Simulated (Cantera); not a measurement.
Input: 1 mol Si, 0.019 mol N2O, 240 mol N2, at 0.000190 bar.

Equilibrium computed with Cantera from the NASA thermochemical tables; the gas is ideal and each condensed phase is pure. Candidate condensed phases: Si, SiO2, Si2N2O, Si3N4; 16 gas species. Mutual solubility and eutectic melting of coexisting phases are not modelled. Rates play no part.

**Question.** Which condensed phases are stable at each of these points (T (K)): 1173, 1223, 1273, 1323, 1373, 1423, 1473, 1523?

**Answer.** 
```json
[
 {"T (K)": "1173", "condensed phases": "Si2N2O(s) + Si3N4(s)", "Si condensed (%)": "100.0"},
 {"T (K)": "1223", "condensed phases": "Si2N2O(s) + Si3N4(s)", "Si condensed (%)": "100.0"},
 {"T (K)": "1273", "condensed phases": "Si2N2O(s) + Si3N4(s)", "Si condensed (%)": "100.0"},
 {"T (K)": "1323", "condensed phases": "Si2N2O(s) + Si3N4(s)", "Si condensed (%)": "99.9"},
 {"T (K)": "1373", "condensed phases": "Si2N2O(s) + Si3N4(s)", "Si condensed (%)": "99.1"},
 {"T (K)": "1423", "condensed phases": "Si3N4(s)", "Si condensed (%)": "98.1"},
 {"T (K)": "1473", "condensed phases": "Si3N4(s)", "Si condensed (%)": "97.9"},
 {"T (K)": "1523", "condensed phases": "Si3N4(s)", "Si condensed (%)": "96.8"}
]
```

From 1173 K to 1373 K the condensed part is Si2N2O(s) + Si3N4(s). From 1423 K to 1523 K the condensed part is Si3N4(s).
